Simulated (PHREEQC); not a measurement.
0.17 g of hydrous ferric oxide (600 m²/g; 0.2 weak and 0.005 strong sites per Fe, Dzombak-Morel constants, diffuse double layer) in 1 kg of water with 0.3 mol/kgw of an inert sodium salt and 9e-06 mol/kgw Na2SO4, at 25 °C; the pH is set by adding NaOH or the inert anion's acid. O2 is buffered at 0.21 atm. CO2 from the air is kept out. Nothing may precipitate in this run.

All values are PHREEQC results (ion-association model, wateq4f.dat), not measurements.

Question: Predict S sorbed (%), surface charge σ (C/m²), surface potential ψ (mV) at pH = 7.12, 8.62.

Answer: 
| pH | S sorbed (%) | surface charge σ (C/m²) | surface potential ψ (mV) |
|---|---|---|---|
| 7.12 | 0.9 | 0.058 | 42 |
| 8.62 | 0.0 | -0.028 | -22 |

The oxide is taken as insoluble; below pH 4 it would dissolve.
